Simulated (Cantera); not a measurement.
## Thermodynamics of iron carbonyl, mercury and lead vapours, feed Fe(CO)₅ + H₂

Feed: 1 mol Fe(CO)₅, 44 mol H₂, held at 24.0 Pa.

Method: chemical equilibrium by Gibbs-energy minimisation in Cantera with the NASA 1993 tables (ideal gas, pure condensed phases). Candidate condensed phases: C, C₆H₆, C₇H₈, C₈H₁₈, Fe, Fe(CO)₅, FeO, Fe(OH)₂, Fe(OH)₃, Fe₂O₃, Fe₃O₄, H₂O; 114 gas species. Condensed phases not in the tables: cementite and carbon dissolved in iron. Equilibrium is a limit: real reactors are often held back by kinetics, nucleation or transport.

| T (K) | x H₂ | x CO | x H₂O | x CO₂ | x CH₄ | x H | x Fe | x C₂H₂ (acetylene) | n C(graphite) | n Fe(α) | n Fe(γ) |
|---|---|---|---|---|---|---|---|---|---|---|---|
| 700 | 0.901 | 0.0828 | 0.00767 | 0.00663 | 0.00166 | 1.55e-12 | <1e-12 | <1e-12 | 0.609 | 1.00 | 0 |
| 800 | 0.898 | 0.101 | 0.000510 | 0.000242 | 0.000260 | 1.77e-10 | <1e-12 | 1.16e-12 | 0.0241 | 1.00 | 0 |
| 900 | 0.898 | 0.102 | 5.33e-5 | 1.39e-5 | 6.04e-5 | 7.15e-9 | <1e-12 | 5.05e-11 | 0 | 1.00 | 0 |
| 1000 | 0.898 | 0.102 | 1.18e-5 | 1.92e-6 | 1.37e-5 | 1.39e-7 | 6.20e-11 | 5.60e-10 | 0 | 1.00 | 0 |
| 1100 | 0.898 | 0.102 | 3.51e-6 | 3.93e-7 | 3.89e-6 | 1.58e-6 | 5.26e-9 | 3.76e-9 | 0 | 1.00 | 0 |
| 1200 | 0.898 | 0.102 | 1.29e-6 | 1.06e-7 | 1.36e-6 | 1.21e-5 | 2.07e-7 | 1.81e-8 | 0 | 0 | 1.000 |
| 1300 | 0.898 | 0.102 | 5.94e-7 | 3.83e-8 | 5.14e-7 | 6.77e-5 | 4.55e-6 | 5.89e-8 | 0 | 0 | 1.000 |
x: gas mole fraction; n: condensed amount in mol.

From 700 K to 800 K the condensed part is C(graphite) + Fe(α). From 900 K to 1100 K the condensed part is Fe(α). From 1200 K to 1300 K the condensed part is Fe(γ).
